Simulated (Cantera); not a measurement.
Input: 1 mol H₂O, 4.3 mol O₂, at 750 Torr.

Equilibrium computed with Cantera from the NASA thermochemical tables; the gas is ideal and each condensed phase is pure. Candidate condensed phases: H₂O; 22 gas species. Ions and electrons are included (thermal ionisation). The numbers say what is thermodynamically allowed, not how fast it happens. All values below are at 3227 °C.

Base state: O₂ 0.443, O 0.328, OH 0.106, H 0.0658, H₂O 0.0436, H₂ 0.0124, HO₂ 0.000107 (mole fractions); condensed: gas only.

### Question
What changes in the equilibrium state with this change: O₂ from 4.3 to 1.1 mol?

### Answer
| species | before | after |
|---|---|---|
| O₂ | 0.443 | 0.262 |
| O | 0.328 | 0.252 |
| OH | 0.106 | 0.165 |
| H₂O | 0.0436 | 0.137 |
| H₂ | 0.0124 | 0.0508 |
| H | 0.0658 | 0.133 |
| HO₂ | 0.000107 | 0.000128 |
